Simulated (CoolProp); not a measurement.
Properties of CHF3 (R23) along the isobar 0.101 MPa.

The numbers come from the reference Helmholtz-energy equation of state, Penoncello 2003 in CoolProp.

| T (K) | phase | Z | cp (kJ/(kg K)) | Prandtl number | fugacity coefficient |
|---|---|---|---|---|---|
| 286.3 | gas | 0.9911 | 0.7209 | 0.796 | 0.9912 |
| 299.8 | gas | 0.9924 | 0.7389 | 0.807 | 0.9925 |
| 313.3 | gas | 0.9935 | 0.7572 | 0.820 | 0.9936 |
| 326.7 | gas | 0.9944 | 0.7756 | 0.832 | 0.9944 |
| 340.2 | gas | 0.9952 | 0.7940 | 0.845 | 0.9952 |
| 353.7 | gas | 0.9958 | 0.8124 | 0.857 | 0.9958 |
| 367.2 | gas | 0.9963 | 0.8306 | 0.868 | 0.9963 |
| 380.7 | gas | 0.9968 | 0.8485 | 0.879 | 0.9968 |
| 394.1 | gas | 0.9972 | 0.8660 | 0.890 | 0.9972 |
| 407.6 | gas | 0.9975 | 0.8833 | 0.900 | 0.9975 |
| 421.1 | gas | 0.9978 | 0.9002 | 0.910 | 0.9978 |
| 434.6 | gas | 0.9981 | 0.9167 | 0.920 | 0.9981 |
| 448 | gas | 0.9983 | 0.9327 | 0.929 | 0.9983 |
| 461.5 | gas | 0.9985 | 0.9483 | 0.937 | 0.9985 |
| 475 | gas | 0.9987 | 0.9636 | 0.945 | 0.9987 |

Viscosity comes from a separate model (Shan 2000). Thermal conductivity comes from a separate model (Shan 2000).
